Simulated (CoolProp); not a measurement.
Carbon monoxide along the isotherm 147.2 K: Z from the reference equation and from simpler models built on Tc = 132.9 K, pc = 3.498 MPa, ω = 0.050; each cubic takes its own stable root.

Values from CoolProp's reference Helmholtz-energy equation of state, Lemmon 2006. It is a short technical equation, of lower accuracy than the large ones.

```tsv
p (MPa)	phase	reference
0.0166	gas	0.9988
0.028	gas	0.9980
0.0473	gas	0.9967
0.0798	gas	0.9944
0.135	gas	0.9905
0.227	gas	0.9839
0.383	gas	0.9727
0.647	gas	0.9533
1.09	gas	0.9198
1.84	gas	0.8597
3.11	gas	0.7453
5.25	supercritical	0.5009
```

Problem. How far does each simpler model (van der Waals, Redlich-Kwong, Soave-Redlich-Kwong, Peng-Robinson) lie from the reference over these 12 states: mean and median of the absolute difference, and the worst?

Solution. 
- van der Waals: mean 0.8 %, median 0.1 %, worst -7.7 % at 147.2 K and 5.25 MPa
- Redlich-Kwong: mean 0.2 %, median 0.1 %, worst +0.8 % at 147.2 K and 5.25 MPa
- Soave-Redlich-Kwong: mean 0.3 %, median 0.0 %, worst +3.4 % at 147.2 K and 5.25 MPa
- Peng-Robinson: mean 1.0 %, median 0.3 %, worst -3.6 % at 147.2 K and 3.11 MPa
